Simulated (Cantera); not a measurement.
Stirred combustor or abatement burner

A perfectly stirred reactor is fed with 7.13 % CO, 3.14 % H₂, 9.27 % CH₄, 16.9 % O₂, 63.6 % N₂, equivalence ratio 1.4, at 6150 Torr; it is adiabatic with a 600 K inlet, and is followed from long to short residence time, starting on the burning branch (τ in s: 0.13, 0.057, 0.025, 0.011, 0.005, 0.0022, 0.00098, 0.00043, 0.00019, 8.5e-05, 3.8e-05).

Cantera simulation using GRI-Mech 3.0 (53 species, 325 reactions); the numbers are that mechanism's predictions, not measurements.

```json
[
 {"τ (s)": "0.13", "T (K)": "2292", "x CO": "0.0921", "x H₂": "0.0410", "x CH₄": "9.60e-6", "x NO₂": "2.50e-9", "x CH₂": "5.51e-8"},
 {"τ (s)": "0.057", "T (K)": "2292", "x CO": "0.0921", "x H₂": "0.0410", "x CH₄": "1.93e-5", "x NO₂": "3.11e-9", "x CH₂": "1.22e-7"},
 {"τ (s)": "0.025", "T (K)": "2290", "x CO": "0.0921", "x H₂": "0.0410", "x CH₄": "3.61e-5", "x NO₂": "4.09e-9", "x CH₂": "2.65e-7"},
 {"τ (s)": "0.011", "T (K)": "2288", "x CO": "0.0921", "x H₂": "0.0409", "x CH₄": "6.28e-5", "x NO₂": "5.52e-9", "x CH₂": "5.61e-7"},
 {"τ (s)": "0.0050", "T (K)": "2285", "x CO": "0.0921", "x H₂": "0.0409", "x CH₄": "0.000101", "x NO₂": "7.42e-9", "x CH₂": "1.12e-6"},
 {"τ (s)": "0.0022", "T (K)": "2281", "x CO": "0.0922", "x H₂": "0.0408", "x CH₄": "0.000156", "x NO₂": "1.00e-8", "x CH₂": "2.25e-6"},
 {"τ (s)": "0.00098", "T (K)": "2273", "x CO": "0.0923", "x H₂": "0.0406", "x CH₄": "0.000232", "x NO₂": "1.34e-8", "x CH₂": "4.30e-6"},
 {"τ (s)": "0.00043", "T (K)": "2262", "x CO": "0.0926", "x H₂": "0.0404", "x CH₄": "0.000345", "x NO₂": "1.78e-8", "x CH₂": "7.99e-6"},
 {"τ (s)": "0.00019", "T (K)": "2245", "x CO": "0.0933", "x H₂": "0.0401", "x CH₄": "0.000532", "x NO₂": "2.25e-8", "x CH₂": "1.43e-5"},
 {"τ (s)": "8.5e-5", "T (K)": "2217", "x CO": "0.0948", "x H₂": "0.0397", "x CH₄": "0.000905", "x NO₂": "2.61e-8", "x CH₂": "2.46e-5"},
 {"τ (s)": "3.8e-5", "T (K)": "2155", "x CO": "0.0985", "x H₂": "0.0389", "x CH₄": "0.00204", "x NO₂": "2.47e-8", "x CH₂": "4.05e-5"}
]
```
x: mole fraction; the columns are a selection and need not sum to one.
